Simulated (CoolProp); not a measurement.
Saturation properties of octamethyltrisiloxane (MDM) (Tc = 565.4 K, pc = 1.438 MPa, ω = 0.528).

Model: reference Helmholtz-energy equation of state, Thol 2017, in CoolProp.

```json
[
 {"T (K)": "266.3", "p (MPa)": "4.494e-5", "liquid density (kg/m³)": "846.8", "liquid cp (kJ/(kg K))": "1.717", "vapour Z": "0.9998"},
 {"T (K)": "287.9", "p (MPa)": "0.0002475", "liquid density (kg/m³)": "825.5", "liquid cp (kJ/(kg K))": "1.760", "vapour Z": "0.9993"},
 {"T (K)": "309.4", "p (MPa)": "0.001008", "liquid density (kg/m³)": "803.9", "liquid cp (kJ/(kg K))": "1.809", "vapour Z": "0.9978"},
 {"T (K)": "330.9", "p (MPa)": "0.003262", "liquid density (kg/m³)": "781.9", "liquid cp (kJ/(kg K))": "1.861", "vapour Z": "0.9943"},
 {"T (K)": "352.4", "p (MPa)": "0.008797", "liquid density (kg/m³)": "759.3", "liquid cp (kJ/(kg K))": "1.916", "vapour Z": "0.9877"},
 {"T (K)": "374", "p (MPa)": "0.02058", "liquid density (kg/m³)": "735.8", "liquid cp (kJ/(kg K))": "1.972", "vapour Z": "0.9767"},
 {"T (K)": "395.5", "p (MPa)": "0.04265", "liquid density (kg/m³)": "711.5", "liquid cp (kJ/(kg K))": "2.029", "vapour Z": "0.9602"},
 {"T (K)": "417", "p (MPa)": "0.08037", "liquid density (kg/m³)": "685.9", "liquid cp (kJ/(kg K))": "2.088", "vapour Z": "0.9371"},
 {"T (K)": "438.5", "p (MPa)": "0.1402", "liquid density (kg/m³)": "658.6", "liquid cp (kJ/(kg K))": "2.149", "vapour Z": "0.9061"},
 {"T (K)": "460.1", "p (MPa)": "0.2300", "liquid density (kg/m³)": "629.0", "liquid cp (kJ/(kg K))": "2.216", "vapour Z": "0.8660"}
]
```

It boils at 425.6 K under 1 atm.
